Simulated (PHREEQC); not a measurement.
Consider water at 25 °C with 8.6 mmol/kgw MnSO4 and 10 mmol/kgw MgSO4. It is in equilibrium with CO2 at log p = -2 (atm). Otherwise closed; pH follows from the charge balance.

Equilibrium calculation in PHREEQC: ion-association model, wateq4f.dat.

pH: 4.95
ionic strength: 0.0478 mol/kgw

| species | molality | activity | log γ |
|---|---|---|---|
| SO4-2 | 0.0119 | 0.00558 | -0.330 |
| Mg+2 | 0.00612 | 0.00300 | -0.310 |
| Mn+2 | 0.00581 | 0.00284 | -0.312 |
| MgSO4 | 0.00388 | 0.00392 | 0.005 |
| MnSO4 | 0.00278 | 0.00281 | 0.005 |
| CO2 | 0.000337 | 0.000340 | 0.005 |
| HCO3- | 1.61e-5 | 1.33e-5 | -0.080 |
| H+ | 1.33e-5 | 1.13e-5 | -0.068 |
| HSO4- | 7.47e-6 | 6.16e-6 | -0.084 |

This is a speciation only: nothing precipitates in the calculation.
